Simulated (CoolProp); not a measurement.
Decamethylcyclopentasiloxane (D5) along the isobar 0.101 MPa: density (kg/m³) from the reference equation and from simpler models built on Tc = 618.3 K, pc = 1.078 MPa, ω = 0.631; each cubic takes its own stable root.

The numbers come from the reference Helmholtz-energy equation of state, Thol 2019 in CoolProp.

| T (K) | phase | reference |
|---|---|---|
| 247.8 | liquid | 1008 |
| 268.2 | liquid | 986.0 |
| 288.6 | liquid | 964.0 |
| 309 | liquid | 942.2 |
| 329.3 | liquid | 920.6 |
| 349.7 | liquid | 898.8 |
| 370.1 | liquid | 876.9 |
| 390.5 | liquid | 854.7 |
| 410.8 | liquid | 832.1 |

**Question.** How far does each simpler model (Soave-Redlich-Kwong, Peng-Robinson) lie from the reference over these 9 states: mean and median of the absolute difference, and the worst?

**Answer.** 
- Soave-Redlich-Kwong: mean 14.6 %, median 14.3 %, worst -17.5 % at 247.8 K and 0.101 MPa
- Peng-Robinson: mean 4.1 %, median 3.8 %, worst -7.7 % at 247.8 K and 0.101 MPa
